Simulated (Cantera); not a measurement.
A perfectly stirred reactor is fed with 3.79 % CH4, 0.606 % H2, 14.6 % O2, 75.8 % N2, 2.08 % CO2, 3.15 % H2O, equivalence ratio 0.54, at 3750 Torr; it is adiabatic with a 600 K inlet, and is followed from long to short residence time, starting on the burning branch (τ in s: 0.12, 0.058, 0.027, 0.012, 0.0057, 0.0026, 0.0012, 0.00056, 0.00026, 0.00012, 5.6e-05, 2.6e-05, 1.2e-05).

Model: GRI-Mech 3.0 (53 species, 325 reactions), integrated in Cantera.

One state of this run: T (K) = 1492; x CH4 = 0.000116; x H2 = 9.26e-5; x O2 = 0.0681; x CO = 0.00115; x HCN = 2.73e-9; x CH2O = 1.04e-5; x H = 3.28e-6. x: mole fraction; the columns are a selection and need not sum to one.

Problem. Which value of τ (s) does it belong to?
(A) 0.0026
(B) 0.058
(C) 0.00056
(D) 0.012

Solution. D, 0.012
